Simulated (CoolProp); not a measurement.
Ethylene along the isotherm 141.9 K: Z from the reference equation and from simpler models built on Tc = 282.4 K, pc = 5.042 MPa, ω = 0.087; each cubic takes its own stable root.

The numbers come from the reference Helmholtz-energy equation of state, Smukala 2000 in CoolProp.

```tsv
p (MPa)	phase	reference	Redlich-Kwong	Peng-Robinson
2.8	liquid	[?]	0.1133	0.1010
5.6	liquid	0.2185	0.2258	[?]
8.4	liquid	[?]	0.3376	0.3012
11.2	liquid	[?]	[?]	[?]
14	liquid	0.5413	0.5592	0.4993
16.8	liquid	0.6477	0.6692	[?]
19.6	liquid	0.7536	0.7786	0.6956
22.4	liquid	0.8589	0.8875	0.7932
25.2	liquid	0.9637	0.9959	0.8903
```

### Question
Fill in the missing entries.

### Answer

- 2.8, reference: 0.1096
- 5.6, Peng-Robinson: 0.2014
- 8.4, reference: 0.3267
- 11.2, reference: 0.4343
- 11.2, Redlich-Kwong: 0.4487
- 11.2, Peng-Robinson: 0.4005
- 16.8, Peng-Robinson: 0.5977
